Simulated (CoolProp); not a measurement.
Vapour-liquid equilibrium of n-pentane (1) + cyclohexane (2) at 378.9 K; x and y are mole fractions of (1).

Values from CoolProp's multi-fluid Helmholtz-energy mixture model, Thol 2019 and Zhou 2014; pair parameters Bell 2016.

```
x     bubble pressure (MPa)  y at the bubble point  dew pressure at overall composition x (MPa)  liquid density (mol/L)
----  ---------------------  ---------------------  -------------------------------------------  ----------------------
0.05                 0.2290                  0.150                                       0.2110                   8.202
0.2                  0.3033                  0.442                                       0.2392                   8.085
0.35                 0.3736                  0.618                                       0.2754                   7.962
0.5                  0.4418                  0.740                                       0.3236                   7.833
0.65                 0.5095                  0.834                                       0.3896                   7.697
0.8                  0.5781                  0.912                                       0.4829                   7.551
0.95                 0.6490                  0.979                                       0.6170                   7.394
```

No azeotrope shows between x = 0.05 and 0.95.

Pair parameters are fitted to limited data, so mixtures are less certain than the pure fluids.
